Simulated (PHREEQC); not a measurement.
# Acid rinse or clean: an equilibrium model

Dissolve 0.063 mol/kgw HCl and 0.056 mol/kgw AlCl3 at 25 °C. Closed to the air; pH follows from the charge balance.

Equilibrium calculation in PHREEQC: ion-association model, phreeqc.dat.

The pH is 1.31 and the ionic strength is 0.399 mol/kgw. The activity of water comes out as 0.994 and the specific conductance is 33200 µS/cm. The density comes out as 1.005 g/cm³. The total alkalinity comes out as -63.0 meq/kg.

```json
[
 {"species": "Cl-", "molality": "0.231", "activity": "0.154", "log γ": "-0.177"},
 {"species": "H+", "molality": "0.0630", "activity": "0.0486", "log γ": "-0.112"},
 {"species": "Al+3", "molality": "0.0560", "activity": "0.00546", "log γ": "-1.011"},
 {"species": "AlOH+2", "molality": "4.49e-6", "activity": "1.11e-6", "log γ": "-0.608"}
]
```

Precipitation was switched off in this run. Species that the database lacks are ignored.
